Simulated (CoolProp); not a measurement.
Vapour-liquid equilibrium of cyclohexane (1) + dimethyl carbonate (2) at 0.173 MPa; x and y are mole fractions of (1).

The numbers come from the multi-fluid Helmholtz-energy mixture model, Zhou 2014 and Zhou 2011; pair parameters Bell 2016 in CoolProp.

Question: Give the bubble temperature and the first vapour's composition at x = 0.2, 0.35, 0.8. Is there an azeotrope?

Answer: x = 0.2: 95.3 °C, y = 0.412; x = 0.35: 92.4 °C, y = 0.513; x = 0.8: 92.2 °C, y = 0.700. y crosses x between x = 0.5 and 0.65: the model has an azeotrope there.

Pair parameters are fitted to limited data, so mixtures are less certain than the pure fluids.
